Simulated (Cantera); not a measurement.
What does this Cantera script print?

```python
import numpy as np
import cantera as ct

gas = ct.Solution("gri30.yaml")
gas.TPX = 1875, 37000, {'NO': 1, 'N2': 2.1}
inlet = ct.Reservoir(gas, clone=True)

reactor = ct.IdealGasConstPressureReactor(gas, energy="off", clone=False)
exhaust = ct.Reservoir(gas, clone=True)
tau = [25, 5.7, 1.3, 0.28, 0.063, 0.014, 0.0031, 0.0007][0]
for a, b in ((inlet, reactor), (reactor, exhaust)):
    ct.MassFlowController(a, b, mdot=lambda t: reactor.mass / tau)
net = ct.ReactorNet([reactor])
show = ['NO', 'O', 'O2', 'N2O', 'N2', 'NO2']

rows = []
print(f"{'tau/s':>10s}{'T/K':>9s}" + "".join(f"{s:>11s}" for s in show))
for tau in [25, 5.7, 1.3, 0.28, 0.063, 0.014, 0.0031, 0.0007]:
    net.initial_time = 0.0
    net.advance(30 * tau)
    before = gas.X
    net.advance(40 * tau)
    drift = np.max(np.abs(gas.X - before) / (gas.X + 1e-9))
    rows.append([gas.T, *gas[show].X, drift])
    print(f"{tau:10.3e}{gas.T:9.1f}" + "".join(f"{x:11.3e}" for x in gas[show].X))
```

Output:

```
     tau/s      T/K         NO          O         O2        N2O         N2        NO2
 2.500e+01   1875.0  9.314e-02  1.358e-04  1.146e-01  3.538e-06  7.921e-01  9.032e-05
 5.700e+00   1875.0  1.918e-01  1.045e-04  6.518e-02  1.490e-05  7.427e-01  1.414e-04
 1.300e+00   1875.0  2.768e-01  6.625e-05  2.272e-02  3.179e-05  7.002e-01  1.260e-04
 2.800e-01   1875.0  3.117e-01  4.077e-05  5.338e-03  4.082e-05  6.828e-01  8.376e-05
 6.300e-02   1875.0  3.201e-01  3.101e-05  1.158e-03  4.205e-05  6.786e-01  6.332e-05
 1.400e-02   1875.0  3.220e-01  2.589e-05  2.118e-04  3.748e-05  6.777e-01  5.190e-05
 3.100e-03   1875.0  3.224e-01  1.683e-05  2.113e-05  2.425e-05  6.775e-01  3.143e-05
 7.000e-04   1875.0  3.226e-01  5.867e-06  7.125e-07  9.423e-06  6.774e-01  7.831e-06
```

Model: GRI-Mech 3.0 (53 species, 325 reactions), integrated in Cantera.
